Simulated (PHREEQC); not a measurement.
## Acid rinse or clean (model solution)

Dissolve 0.22 mol/kgw HCl, 0.0056 mol/kgw NaCl and 0.00031 mol/kgw MnSO4 at 30 °C. Closed to the air; pH follows from the charge balance.

Computed with PHREEQC (ion-association model, wateq4f.dat).

Each row changes one thing in this solution. No solid was allowed to form.

| case | pH | HSO4- (mol/kgw) | Mn+2 (mol/kgw) | MnCl+ (mol/kgw) | SO4-2 (mol/kgw) | MnCl2 (mol/kgw) |
|---|---|---|---|---|---|---|
| as made | 0.76 | 0.000272 | 0.000240 | 6.63e-5 | 3.74e-5 | 3.17e-6 |
| NaCl left out | 0.76 | (withheld) | 0.000241 | 6.55e-5 | 3.72e-5 | 3.07e-6 |
| HCl from 0.22 to 2.2 mol/kgw | -0.20 | 0.000300 | 0.000105 | 0.000148 | 9.49e-6 | 2.91e-5 |
| HCl from 0.22 to 0.198 mol/kgw | 0.80 | 0.000270 | 0.000244 | 6.28e-5 | 3.98e-5 | 2.78e-6 |
| HCl replaced by LiCl at the same molality | 6.86 | (withheld) | 0.000240 | 6.61e-5 | 0.000241 | 3.15e-6 |
| diluted 10-fold with water | (withheld) | 1.79e-5 | 2.94e-5 | 1.55e-6 | 1.30e-5 | 1.13e-8 |
| temperature from 30 to 35 °C | 0.76 | 0.000275 | 0.000241 | 6.58e-5 | 3.41e-5 | 3.12e-6 |
| NaCl from 0.0056 to 0.00616 mol/kgw | 0.76 | 0.000272 | 0.000240 | 6.64e-5 | 3.74e-5 | 3.18e-6 |

Q: What belongs in the gaps?

A: 
- NaCl left out, HSO4- (mol/kgw): 0.000273
- HCl replaced by LiCl at the same molality, HSO4- (mol/kgw): 1.40e-9
- diluted 10-fold with water, pH: 1.71

The ionic strength passes 0.7 mol/kgw, the rough limit of the ion-association models, in HCl from 0.22 to 2.2 mol/kgw.
